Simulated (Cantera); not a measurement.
Charge: 1 mol SiHCl3, 0.054 mol HCl, 510 mol H2, held at 2498 K and 1330 Pa.

Cantera equilibrium calculation (NASA polynomials, part measured and part estimated; ideal gas, pure solids and liquids). Candidate condensed phases: Si; 19 gas species. Rates play no part.

**Question.** What is the equilibrium state?

**Answer.** 
```
Property                             Result
--------------------------------  ---------
x(H2)                                 0.800
x(H)                                  0.193
x(HCl)                              0.00459
x(Si)                               0.00170
x(Cl)                              0.000783
x(SiH)                              4.67e-5
x(SiCl)                             4.37e-6
x(SiH2)                             3.95e-6
gas amount                        568.1 mol
log10 activity of Si(l) (absent)      -2.31
```
